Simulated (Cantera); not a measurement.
A Cantera script and what it prints.

```python
import numpy as np
import cantera as ct

gas_names = """
    C CH CH2 CH3 CH2OH CH3O CH4 CH3OH CO CO2 COOH C2 C2H CHCO,ketyl C2H2,acetylene C2H2,vinylidene
    CH2CO,ketene C2H3,vinyl CH3CO,acetyl C2H4 C2H4O,ethylen CH3CHO,ethanal CH3COOH (HCOOH)2 C2H5 C2H6
    CH3OCH3 C2H5OH C2O C3 C3H3,propargyl C3H4,allene C3H4,propyne C3H4,cyclo- C3H5,allyl C3H6,propylene
    C3H6,cyclo- C3H6O C3H7,n-propyl C3H7,i-propyl C3H8 C3H8O,1propanol C3H8O,2propanol C3O2 C4 C4H2
    C4H4,1,3-cyclo- C4H6,butadiene C4H6,2-butyne C4H6,cyclo- C4H8,1-butene C4H8,cis2-buten
    C4H8,tr2-butene C4H8,isobutene C4H8,cyclo- (CH3COOH)2 C4H9,n-butyl C4H9,i-butyl C4H9,s-butyl
    C4H9,t-butyl C4H10,isobutane C4H10,n-butane C5 C5H6,1,3cyclo- C5H8,cyclo- C5H10,1-pentene
    C5H10,cyclo- C5H11,pentyl C5H11,t-pentyl C5H12,n-pentane C5H12,i-pentane CH3C(CH3)2CH3 C6H2
    C6H5,phenyl C6H5O,phenoxy C6H6 C6H5OH,phenol C6H10,cyclo- C6H12,1-hexene C6H12,cyclo- C6H13,n-hexyl
    C7H7,benzyl C7H8 C7H8O,cresol C7H14,1-heptene C7H15,n-heptyl C7H16,n-heptane C8H8,styrene
    C8H10,ethylbenz C8H16,1-octene C8H17,n-octyl C8H18,isooctane C8H18,n-octane C9H19,n-nonyl
    C10H8,naphthale C10H21,n-decyl C12H9,o-bipheny C12H10,bipheny Fe FeC5O5 FeO Fe(OH)2 H HCO HO2 H2
    HCHO,formaldehy HCOOH H2O H2O2 O OH O2 O3
""".split()
cond_names = """
    C(gr) C6H6(L) C7H8(L) C8H18(L),n-octa Fe(a) Fe(c) Fe(d) Fe(L) FeC5O5(L) FeO(s) FeO(L) Fe(OH)2(s)
    Fe(OH)3(s) Fe2O3(s) Fe3O4(s) H2O(s) H2O(L)
""".split()


def load(file, names, dense=False):
    # The tables refer to 1 bar. Condensed volumes are neglected.
    table = {s.name: s for s in ct.Species.list_from_file(file)}
    out = []
    for n in names:
        d = dict(table[n].input_data)
        d["thermo"] = dict(d["thermo"], **{"reference-pressure": 1e5})
        if dense:
            d["equation-of-state"] = {"model": "constant-volume", "density": "1e6 g/cm^3"}
        out.append(ct.Species.from_dict(d))
    return out


gas = ct.Solution(thermo="ideal-gas", species=load("nasa_gas.yaml", gas_names))
cond = {s.name: ct.Solution(thermo="fixed-stoichiometry", species=[s], name=s.name)
        for s in load("nasa_condensed.yaml", cond_names, dense=True)}
atoms = {
    'Fe(CO)5': {'Fe': 1, 'C': 5, 'O': 5},
    'O2': {'O': 2},
    'H2': {'H': 2},
}
top_T = {'C(gr)': 4500, 'Fe2O3(s)': 1830, 'Fe3O4(s)': 1870}  # K; cautious upper limits of use, not melting points


def equilibrate(T, P, feed):
    n = {}
    for name, mol in feed.items():
        for a, k in atoms[name].items():
            n[a] = n.get(a, 0.0) + k * mol
    gas.TPX = T, P, n
    mass = sum(n.values()) * gas.mean_molecular_weight
    gas.equilibrate("TP")
    valid = [c for c in cond.values() if c.min_temp <= T <= top_T.get(c.name, c.max_temp)]
    mix = ct.Mixture([(gas, mass / gas.mean_molecular_weight)] + [(c, 0.0) for c in valid])
    mix.T, mix.P = T, P
    mix.equilibrate("TP", solver="vcs", rtol=1e-11, max_steps=5000)
    return mix


results = []
feed = {'Fe(CO)5': 1, 'O2': 0.76, 'H2': 0.62}  # mol
T = 1673  # K
P = 47000  # Pa
mix = equilibrate(T, P, feed)
results.append((T, P, feed, dict(zip(mix.species_names, mix.species_moles))))
x = sorted(zip(gas.X, gas.species_names), reverse=True)
print(f"T = {T:g} K  P = {P:g} Pa  gas = {mix.phase_moles(0):.4g} mol")
print("   x: " + "  ".join(f"{s} {v:.3e}" for v, s in x if v > 1e-06))
print("   condensed (mol): " + ("  ".join(f"{mix.phase(i).name} {mix.phase_moles(i):.4g}"
      for i in range(1, mix.n_phases) if mix.phase_moles(i) > 1e-12) or "none"))
```

Output:

```
T = 1673 K  P = 47000 Pa  gas = 5.62 mol
   x: CO 7.784e-01  CO2 1.113e-01  H2 7.489e-02  H2O 3.540e-02  H 4.546e-05  Fe 8.539e-06  Fe(OH)2 2.356e-06  OH 1.034e-06
   condensed (mol): Fe(d) 0.3042  FeO(L) 0.6957
```

Equilibrium computed with Cantera from the NASA thermochemical tables; the gas is ideal and each condensed phase is pure. Mutual solubility and eutectic melting of coexisting phases are not modelled. The tables' stoichiometric FeO is somewhat more stable than real wüstite, so its field is too wide. FeO: taken at fixed stoichiometry.
